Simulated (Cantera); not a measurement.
What does this Cantera script print?

```python
import numpy as np
import cantera as ct

gas_names = [...]  # 109 gases of nasa_gas.yaml made of C, Cl, H, Si
cond_names = """
    C(gr) C6H6(L) C7H8(L) C8H18(L),n-octa Si(cr) Si(L) SiC(b)
""".split()


# ... load() reads the species with a 1 bar reference pressure and builds the phases ...
atoms = {
    'SiH2Cl2': {'Si': 1, 'H': 2, 'CL': 2},
    'C3H8': {'C': 3, 'H': 8},
    'H2': {'H': 2},
    'CH4': {'C': 1, 'H': 4},
}
top_T = {'C(gr)': 4500, 'SiC(b)': 3050}  # K; cautious upper limits of use, not melting points


# ... equilibrate(T, P, feed) seeds the gas with the atoms and calls Mixture.equilibrate('TP', solver="vcs", rtol=1e-11, max_steps=5000) ...
results = []
feed = {'SiH2Cl2': 1, 'C3H8': 0.81, 'H2': 540, 'CH4': 0.031}  # mol
P = 38000  # Pa
for T in [1225, 1275, 1325, 1375, 1425, 1475, 1525, 1575, 1625, 1675, 1725, 1775, 1825]:
    mix = equilibrate(T, P, feed)
    results.append((T, P, feed, dict(zip(mix.species_names, mix.species_moles))))
    x = sorted(zip(gas.X, gas.species_names), reverse=True)
    print(f"T = {T:g} K  P = {P:g} Pa  gas = {mix.phase_moles(0):.4g} mol")
    print("   x: " + "  ".join(f"{s} {v:.3e}" for v, s in x if v > 1e-05))
    print("   condensed (mol): " + ("  ".join(f"{mix.phase(i).name} {mix.phase_moles(i):.4g}"
          for i in range(1, mix.n_phases) if mix.phase_moles(i) > 1e-12) or "none"))
```

Output:

```
T = 1225 K  P = 38000 Pa  gas = 543.8 mol
   x: H2 9.936e-01  HCL 3.677e-03  CH4 2.686e-03
   condensed (mol): SiC(b) 0.9999
T = 1275 K  P = 38000 Pa  gas = 543.8 mol
   x: H2 9.936e-01  HCL 3.677e-03  CH4 2.685e-03
   condensed (mol): SiC(b) 0.9999
T = 1325 K  P = 38000 Pa  gas = 543.9 mol
   x: H2 9.938e-01  HCL 3.677e-03  CH4 2.520e-03
   condensed (mol): C(gr) 0.08887  SiC(b) 0.9999
T = 1375 K  P = 38000 Pa  gas = 544.3 mol
   x: H2 9.944e-01  HCL 3.674e-03  CH4 1.870e-03
   condensed (mol): C(gr) 0.4402  SiC(b) 0.9999
T = 1425 K  P = 38000 Pa  gas = 544.5 mol
   x: H2 9.949e-01  HCL 3.672e-03  CH4 1.417e-03  H 1.104e-05
   condensed (mol): C(gr) 0.6845  SiC(b) 0.9999
T = 1475 K  P = 38000 Pa  gas = 544.7 mol
   x: H2 9.952e-01  HCL 3.671e-03  CH4 1.094e-03  H 2.099e-05
   condensed (mol): C(gr) 0.8568  SiC(b) 0.9998
T = 1525 K  P = 38000 Pa  gas = 544.8 mol
   x: H2 9.954e-01  HCL 3.670e-03  CH4 8.590e-04  H 3.829e-05  C2H2,acetylene 1.204e-05
   condensed (mol): C(gr) 0.9786  SiC(b) 0.9998
T = 1575 K  P = 38000 Pa  gas = 544.9 mol
   x: H2 9.956e-01  HCL 3.669e-03  CH4 6.849e-04  H 6.726e-05  C2H2,acetylene 2.101e-05
   condensed (mol): C(gr) 1.063  SiC(b) 0.9997
T = 1625 K  P = 38000 Pa  gas = 545 mol
   x: H2 9.956e-01  HCL 3.668e-03  CH4 5.539e-04  H 1.142e-04  C2H2,acetylene 3.541e-05
   condensed (mol): C(gr) 1.119  SiC(b) 0.9996
T = 1675 K  P = 38000 Pa  gas = 545.1 mol
   x: H2 9.956e-01  HCL 3.667e-03  CH4 4.538e-04  H 1.879e-04  C2H2,acetylene 5.782e-05
   condensed (mol): C(gr) 1.149  SiC(b) 0.9995
T = 1725 K  P = 38000 Pa  gas = 545.2 mol
   x: H2 9.956e-01  HCL 3.666e-03  CH4 3.762e-04  H 3.006e-04  C2H2,acetylene 9.173e-05
   condensed (mol): C(gr) 1.154  SiC(b) 0.9994
T = 1775 K  P = 38000 Pa  gas = 545.3 mol
   x: H2 9.954e-01  HCL 3.665e-03  H 4.684e-04  CH4 3.152e-04  C2H2,acetylene 1.417e-04
   condensed (mol): C(gr) 1.132  SiC(b) 0.9991
T = 1825 K  P = 38000 Pa  gas = 545.3 mol
   x: H2 9.951e-01  HCL 3.663e-03  H 7.127e-04  CH4 2.668e-04  C2H2,acetylene 2.137e-04
   condensed (mol): C(gr) 1.08  SiC(b) 0.9985
```

These are equilibrium values from Cantera (NASA tables, ideal gas, pure condensed phases), not measurements of a reactor.
